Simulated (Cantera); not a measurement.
Thermodynamics of fluorocarbon and chlorocarbon gases, feed CF₄ + F₂ + H₂

Charge: 1 mol CF₄, 0.38 mol F₂, 0.21 mol H₂, at 1898 K.

Cantera equilibrium calculation (NASA polynomials, part measured and part estimated; ideal gas, pure solids and liquids). Candidate condensed phases: C, C₆H₆, C₇H₈, C₈H₁₈; 95 gas species. Gases not in the tables: C₂F₆ and larger saturated fluorocarbons. Rates play no part.

| P (Pa) | x F | x CF₄ | x HF | x CF₂ | x CF₃ | x CF | n C(graphite) |
|---|---|---|---|---|---|---|---|
| 1 | 0.733 | 0.0107 | 0.104 | 0.149 | 0.000828 | 0.00200 | 0.345 |
| 5.20 | 0.497 | 0.165 | 0.149 | 0.185 | 0.00362 | 0.000703 | 0 |
| 27 | 0.286 | 0.444 | 0.211 | 0.0559 | 0.00327 | 7.09e-5 | 0 |
| 140 | 0.202 | 0.555 | 0.236 | 0.00520 | 0.00111 | 1.80e-6 | 0 |
| 720 | 0.194 | 0.567 | 0.238 | 0.000219 | 0.000231 | 1.54e-8 | 0 |
| 3700 | 0.193 | 0.568 | 0.239 | 8.36e-6 | 4.52e-5 | 1.15e-10 | 0 |
| 19000 | 0.193 | 0.568 | 0.239 | 3.17e-7 | 8.81e-6 | <1e-12 | 0 |
| 100000 | 0.193 | 0.568 | 0.239 | 1.15e-8 | 1.68e-6 | <1e-12 | 0 |
x: gas mole fraction; n: condensed amount in mol.

At 1.00e-5 bar the condensed part is C(graphite). From 5.20e-5 bar to 1.00 bar nothing is condensed. The main C-bearing gas is CF₂ at 1.00e-5 bar and CF₄ at 1.00 bar.
